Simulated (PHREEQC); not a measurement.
1 kg of water holding 57 mmol/kgw NaHCO3, 76 mmol/kgw KCl, 15 mmol/kgw Na2CO3 and 19 mmol/kgw NaCl is evaporated at 20 °C; the solids stay in contact with the brine. CO2 is held at log p = -3.4 (atm). The run lets Halite, Kalicinite, Nahcolite, Natron, Sylvite, Trona precipitate or redissolve, and no other solid.

The series has 28 steps of water left (kg), from 1 to 0.004306.

All values are PHREEQC results (Pitzer model, pitzer.dat), not measurements.

**Question.** Which solids form, in which order, and at which step of the series does each first stand?

**Answer.** Sylvite from water left = 0.01997 kg (pH 10.17); Trona from water left = 0.01997 kg (pH 10.17).
